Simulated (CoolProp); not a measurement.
Vapour-liquid equilibrium of sulfur hexafluoride (1) + R113 (2) at 6.95 °C; x and y are mole fractions of (1).

The numbers come from the multi-fluid Helmholtz-energy mixture model, Guder 2009 and Marx 1992; pair parameters Bell 2016 in CoolProp.

```csv
x,"bubble pressure, mixture model (MPa)","bubble pressure, Raoult's law (MPa)","y, mixture model","y, Raoult's law"
0.05,…,0.09529,…,0.792
0.2,…,0.3186,0.925,0.948
0.35,…,0.5419,0.943,0.975
0.5,…,0.7652,…,0.986
0.65,0.6995,0.9885,…,0.993
0.8,1.025,1.212,…,0.997
0.95,1.397,1.435,0.999,0.999
```

**Question.** Complete the blanks.

**Answer.** 
- 0.05, bubble pressure, mixture model (MPa): 0.1574
- 0.05, y, mixture model: 0.863
- 0.2, bubble pressure, mixture model (MPa): 0.2884
- 0.35, bubble pressure, mixture model (MPa): 0.3601
- 0.5, bubble pressure, mixture model (MPa): 0.4835
- 0.5, y, mixture model: 0.964
- 0.65, y, mixture model: 0.982
- 0.8, y, mixture model: 0.994

The largest gap from Raoult's law is +65.2 % in bubble pressure, at x = 0.05. No azeotrope shows between x = 0.05 and 0.95.

The pair parameters rest on a limited set of measurements; away from them the model extrapolates. The gap from Raoult's law changes sign with composition, which may be real or a fault of the pair parameters; it wasn't checked against measurements. With so large a gap from Raoult's law the liquid may split in two, which this calculation doesn't test in full.
